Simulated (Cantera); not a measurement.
Hydrocarbon pyrolysis for carbon deposition

An isothermal, constant-pressure homogeneous reactor starts with 43.5 % C₂H₆, 56.5 % H₂, at 1323 K and 48.0 Torr.

Cantera simulation using GRI-Mech 3.0 (53 species, 325 reactions); the numbers are that mechanism's predictions, not measurements. GRI-Mech 3.0 stops at C3 and has no aromatics, soot or wall deposition, so with more carbon than oxygen in the feed, carbon stays in small species such as C2H2 where larger ones or solid carbon would form.

```tsv
t (s)	x C₂H₆	x H₂	x C₂H₄	x C₂H	x C₂H₂	x CH₄
1.00e-6	0.435	0.565	9.05e-10	<1e-12	<1e-12	1.06e-7
4.12e-6	0.435	0.565	8.47e-8	<1e-12	<1e-12	1.76e-6
1.70e-5	0.435	0.565	6.57e-6	<1e-12	7.87e-12	2.67e-5
7.02e-5	0.434	0.565	0.000345	<1e-12	1.14e-8	0.000305
0.000289	0.419	0.567	0.00820	<1e-12	6.43e-6	0.00304
0.00119	0.325	0.580	0.0631	3.38e-11	0.000497	0.0280
0.00492	0.115	0.602	0.177	5.30e-10	0.00741	0.0955
0.0203	0.00655	0.620	0.204	1.30e-9	0.0369	0.132
0.0838	0.000422	0.633	0.168	6.56e-10	0.0686	0.130
0.346	0.000167	0.649	0.115	7.23e-10	0.111	0.125
1.43	6.47e-5	0.672	0.0412	8.68e-10	0.169	0.118
5.88	3.03e-5	0.679	0.0175	7.82e-10	0.188	0.115
24.2	2.99e-5	0.679	0.0172	7.80e-10	0.189	0.115
100	2.99e-5	0.679	0.0172	7.80e-10	0.189	0.115
```
x: mole fraction; the columns are a selection and need not sum to one.

Equilibrium at this temperature and pressure: C₂H₆ 2.99e-5, H₂ 0.679, C₂H₄ 0.0172, C₂H 7.81e-10, C₂H₂ 0.189, CH₄ 0.115 (gas phase only).
